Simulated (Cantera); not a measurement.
## Stirred combustor or abatement burner

A perfectly stirred reactor is fed with 6.44 % CH₄, 0.464 % C₂H₆, 0.966 % C₃H₈, 19.3 % O₂, 72.8 % N₂, equivalence ratio 1.0, at 0.270 bar; it is adiabatic with a 600 K inlet, and is followed from long to short residence time, starting on the burning branch (τ in s: 0.065, 0.035, 0.018, 0.0099, 0.0053, 0.0028, 0.0015, 0.0008, 0.00043, 0.00023, 0.00012, 6.6e-05, 3.5e-05).

Cantera simulation using GRI-Mech 3.0 (53 species, 325 reactions); the numbers are that mechanism's predictions, not measurements. GRI-Mech 3.0 was tuned for natural gas; its chemistry of propane as a main component is partial and can be far from experiment.

```
τ (s)    T (K)     x CH₄   x C₂H₆   x C₃H₈      x NO      x O    x CH₂
-------  -----  --------  -------  -------  --------  -------  -------
0.065     2270   4.08e-6  4.53e-8  9.69e-8   0.00136  0.00195  2.81e-7
0.035     2237   6.60e-6  8.32e-8  1.67e-7  0.000919  0.00242  4.23e-7
0.018     2193   1.10e-5  1.58e-7  2.94e-7  0.000556  0.00311  6.32e-7
0.0099    2148   1.76e-5  2.77e-7  4.90e-7  0.000342  0.00384  8.91e-7
0.0053    2100   2.95e-5  4.98e-7  8.41e-7  0.000208  0.00467  1.28e-6
0.0028    2051   5.15e-5  9.09e-7  1.49e-6  0.000131  0.00548  1.91e-6
0.0015    2007   9.19e-5  1.66e-6  2.67e-6   8.85e-5  0.00613  2.94e-6
0.00080   1967  0.000171  3.14e-6  4.98e-6   6.31e-5  0.00651  4.78e-6
0.00043   1930  0.000335  6.19e-6  9.75e-6   4.70e-5  0.00647  8.28e-6
0.00023   1884  0.000734  1.36e-5  2.14e-5   3.42e-5  0.00571  1.59e-5
0.00012    600    0.0644  0.00464  0.00966    <1e-12   <1e-12   <1e-12
6.6e-5     600    0.0644  0.00464  0.00966    <1e-12   <1e-12   <1e-12
3.5e-5     600    0.0644  0.00464  0.00966    <1e-12   <1e-12   <1e-12
```
x: mole fraction; the columns are a selection and need not sum to one.
